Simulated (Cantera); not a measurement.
A Cantera script and its output.

```python
import numpy as np
import cantera as ct

gas = ct.Solution("gri30.yaml")
gas.TPX = 550, 1000000, {'H2': 1, 'O2': 0.862, 'N2': 3.24}
inlet = ct.Reservoir(gas, clone=True)
gas.equilibrate("HP")  # start burning
reactor = ct.IdealGasConstPressureReactor(gas, energy="on", clone=False)
exhaust = ct.Reservoir(gas, clone=True)
tau = [0.033, 0.016, 0.0081, 0.004, 0.002, 0.00098, 0.00048, 0.00024, 0.00012, 5.9e-05, 2.9e-05, 1.4e-05, 7.1e-06][0]
for a, b in ((inlet, reactor), (reactor, exhaust)):
    ct.MassFlowController(a, b, mdot=lambda t: reactor.mass / tau)
net = ct.ReactorNet([reactor])
show = ['H2', 'O2', 'H2O2', 'HO2', 'OH']

rows = []
print(f"{'tau/s':>10s}{'T/K':>9s}" + "".join(f"{s:>11s}" for s in show))
for tau in [0.033, 0.016, 0.0081, 0.004, 0.002, 0.00098, 0.00048, 0.00024, 0.00012, 5.9e-05, 2.9e-05, 1.4e-05, 7.1e-06]:
    net.initial_time = 0.0
    net.advance(30 * tau)
    before = gas.X
    net.advance(40 * tau)
    drift = np.max(np.abs(gas.X - before) / (gas.X + 1e-9))
    rows.append([gas.T, *gas[show].X, drift])
    print(f"{tau:10.3e}{gas.T:9.1f}" + "".join(f"{x:11.3e}" for x in gas[show].X))
```

Result:

```
     tau/s      T/K         H2         O2       H2O2        HO2         OH
 3.300e-02   2011.3  9.981e-05  7.818e-02  3.879e-07  3.962e-06  1.469e-03
 1.600e-02   2011.0  1.218e-04  7.821e-02  4.067e-07  4.232e-06  1.533e-03
 8.100e-03   2010.3  1.597e-04  7.821e-02  4.391e-07  4.719e-06  1.640e-03
 4.000e-03   2009.0  2.287e-04  7.819e-02  4.977e-07  5.661e-06  1.822e-03
 2.000e-03   2006.8  3.427e-04  7.816e-02  5.914e-07  7.336e-06  2.094e-03
 9.800e-04   2003.4  5.343e-04  7.810e-02  7.372e-07  1.034e-05  2.489e-03
 4.800e-04   1998.1  8.437e-04  7.805e-02  9.441e-07  1.541e-05  3.011e-03
 2.400e-04   1990.6  1.320e-03  7.801e-02  1.213e-06  2.339e-05  3.648e-03
 1.200e-04   1979.6  2.064e-03  7.802e-02  1.559e-06  3.596e-05  4.414e-03
 5.900e-05   1962.8  3.253e-03  7.813e-02  2.005e-06  5.589e-05  5.317e-03
 2.900e-05   1937.7  5.110e-03  7.846e-02  2.562e-06  8.611e-05  6.290e-03
 1.400e-05   1899.1  8.106e-03  7.924e-02  3.296e-06  1.319e-04  7.243e-03
 7.100e-06   1845.8  1.257e-02  8.081e-02  4.253e-06  1.927e-04  7.887e-03
```

Computed with Cantera and GRI-Mech 3.0 (53 species, 325 reactions). The hydrogen kinetics of GRI-Mech 3.0 are dated; newer H2 mechanisms differ, most at raised pressure.
